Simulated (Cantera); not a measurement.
A perfectly stirred reactor is fed with NH3 : N2 = 1 : 0.41 (molar parts), at 1700 Pa; it is held at 2100 K, and followed from long to short residence time.

Cantera simulation using the gas-phase N/H chemistry of the illustrative SiF4/NH3 mechanism in the Surface Chemkin manual (1991); the numbers are that mechanism's predictions, not measurements. Walls and surfaces, which speed up NH3 decomposition in real reactors, are not modelled.

Question: What does this change do: NH3 1 to 9.2 parts?

Answer: 
| quantity | before | after |
|---|---|---|
| x(NH3) at τ = 23.0 s | 0.0104 | 0.0124 |
| x(N) at τ = 23.0 s | 2.93e-6 | 2.95e-6 |
| x(H) at τ = 23.0 s | 0.00214 | 0.00239 |
| x(H2) at τ = 23.0 s | 0.611 | 0.722 |
| x(N2H2) at τ = 23.0 s | 9.08e-8 | 1.08e-7 |
| x(NH3) at τ = 50.0 ms | 0.616 | 0.824 |
| x(N) at τ = 50.0 ms | 1.16e-6 | 1.09e-6 |
| x(H) at τ = 50.0 ms | 9.00e-5 | 9.68e-5 |
| x(H2) at τ = 50.0 ms | 0.0804 | 0.101 |
| x(N2H2) at τ = 50.0 ms | 1.16e-5 | 1.70e-5 |

Question: What does this change do: N2 0.41 to 0.077 parts?

Answer: 
```tsv
quantity	before	after
x(NH3) at τ = 23.0 s	0.0104	0.0122
x(N) at τ = 23.0 s	2.93e-6	2.95e-6
x(H) at τ = 23.0 s	0.00214	0.00237
x(H2) at τ = 23.0 s	0.611	0.711
x(N2H2) at τ = 23.0 s	9.08e-8	1.06e-7
x(NH3) at τ = 50.0 ms	0.616	0.800
x(N) at τ = 50.0 ms	1.16e-6	1.10e-6
x(H) at τ = 50.0 ms	9.00e-5	9.61e-5
x(H2) at τ = 50.0 ms	0.0804	0.0985
x(N2H2) at τ = 50.0 ms	1.16e-5	1.63e-5
```
